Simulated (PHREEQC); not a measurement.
Make-up at 20 °C: 95 mmol/kgw Sr(NO3)2. Closed to the air; pH follows from the charge balance.

Model: ion-association model, phreeqc.dat, run in PHREEQC.

This is a speciation only: nothing precipitates in the calculation.

Question: Predict the specific conductance.

Answer: specific conductance 15000 µS/cm.
